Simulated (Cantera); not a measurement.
Predominance diagram of Ba at 1400 K against the partial pressures of O2 and F2 (log10, bar). Source: NASA polynomial tables (part measured, part estimated), evaluated in Cantera. Candidates: Ba(l), BaF2(s), BaO(s). Only these pure phases compete in this equilibrium. Not in the tables: the peroxide, oxide halides.

Which phase is stable at these pairs, and which metal-bearing vapour leads over it? (-9.3, -4.8); (-0.9, -16.4); (0, -24.1); (-6.5, -26); (-10.3, -14.4); (-7.5, -8.6); (-5.6, -24.1)


```json
[
 {"log p(O2)": "-9.3", "log p(F2)": "-4.8", "phase": "BaF2(s)", "chief vapour": "BaF2", "log p (bar)": "-5.4"},
 {"log p(O2)": "-0.9", "log p(F2)": "-16.4", "phase": "BaF2(s)", "chief vapour": "BaF2", "log p (bar)": "-5.4"},
 {"log p(O2)": "0", "log p(F2)": "-24.1", "phase": "BaO(s)", "chief vapour": "BaF2", "log p (bar)": "-8.4"},
 {"log p(O2)": "-6.5", "log p(F2)": "-26", "phase": "BaO(s)", "chief vapour": "BaF2", "log p (bar)": "-7.0"},
 {"log p(O2)": "-10.3", "log p(F2)": "-14.4", "phase": "BaF2(s)", "chief vapour": "BaF2", "log p (bar)": "-5.4"},
 {"log p(O2)": "-7.5", "log p(F2)": "-8.6", "phase": "BaF2(s)", "chief vapour": "BaF2", "log p (bar)": "-5.4"},
 {"log p(O2)": "-5.6", "log p(F2)": "-24.1", "phase": "BaO(s)", "chief vapour": "BaF2", "log p (bar)": "-5.6"}
]
```
